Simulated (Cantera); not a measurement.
A perfectly stirred reactor is fed with CH4 : N2 = 1 : 2.3 (molar parts), at 54.0 Torr; it is held at 1750 K, and followed from long to short residence time.

Cantera simulation using GRI-Mech 3.0 (53 species, 325 reactions); the numbers are that mechanism's predictions, not measurements. GRI-Mech 3.0 stops at C3 and has no aromatics, soot or wall deposition, so with more carbon than oxygen in the feed, carbon stays in small species such as C2H2 where larger ones or solid carbon would form.

What does this change do: temperature 1750 to 1523 K?


| quantity | before | after |
|---|---|---|
| x(CH4) at τ = 1.30 s | 0.0208 | 0.184 |
| x(C2H6) at τ = 1.30 s | 4.50e-6 | 0.000107 |
| x(C2H2) at τ = 1.30 s | 0.108 | 0.0437 |
| x(H2) at τ = 1.30 s | 0.324 | 0.135 |
| x(H) at τ = 1.30 s | 0.000390 | 1.25e-5 |
| x(CH4) at τ = 63.0 ms | 0.104 | 0.291 |
| x(C2H6) at τ = 63.0 ms | 7.54e-5 | 0.000276 |
| x(C2H2) at τ = 63.0 ms | 0.0734 | 0.00192 |
| x(H2) at τ = 63.0 ms | 0.226 | 0.0115 |
| x(H) at τ = 63.0 ms | 0.000212 | 1.39e-6 |

What does this change do: CH4 1 to 0.65 parts?


```json
[
 {"quantity": "x(CH4) at τ = 1.30 s", "before": "0.0208", "after": "0.0162"},
 {"quantity": "x(C2H6) at τ = 1.30 s", "before": "4.50e-6", "after": "3.45e-6"},
 {"quantity": "x(C2H2) at τ = 1.30 s", "before": "0.108", "after": "0.0833"},
 {"quantity": "x(H2) at τ = 1.30 s", "before": "0.324", "after": "0.250"},
 {"quantity": "x(H) at τ = 1.30 s", "before": "0.000390", "after": "0.000336"},
 {"quantity": "x(CH4) at τ = 63.0 ms", "before": "0.104", "after": "0.0810"},
 {"quantity": "x(C2H6) at τ = 63.0 ms", "before": "7.54e-5", "after": "5.61e-5"},
 {"quantity": "x(C2H2) at τ = 63.0 ms", "before": "0.0734", "after": "0.0546"},
 {"quantity": "x(H2) at τ = 63.0 ms", "before": "0.226", "after": "0.168"},
 {"quantity": "x(H) at τ = 63.0 ms", "before": "0.000212", "after": "0.000176"}
]
```
